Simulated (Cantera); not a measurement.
Charge: 1 mol PbF₂, 1.3 mol H₂, held at 1252 °C and 10.0 mbar.

Cantera equilibrium calculation (NASA polynomials, part measured and part estimated; ideal gas, pure solids and liquids). Candidate condensed phases: Pb, PbF₂; 16 gas species. Rates play no part.

Base state: HF 0.605, Pb 0.302, H₂ 0.0917, PbF 0.00140, PbF₂ 0.000102, H 7.17e-5, Pb₂ 1.43e-5 (mole fractions); condensed: gas only.

### Question
What changes in the equilibrium state with this change: H₂ from 1.3 to 9.2 mol?

### Answer
| species | before | after |
|---|---|---|
| H₂ | 0.0917 | 0.732 |
| HF | 0.605 | 0.179 |
| Pb | 0.302 | 0.0892 |
| PbF₂ | 0.000102 | 3.29e-7 |
| PbF | 0.00140 | 4.32e-5 |
| Pb₂ | 1.43e-5 | 1.25e-6 |
| H | 7.17e-5 | 0.000202 |
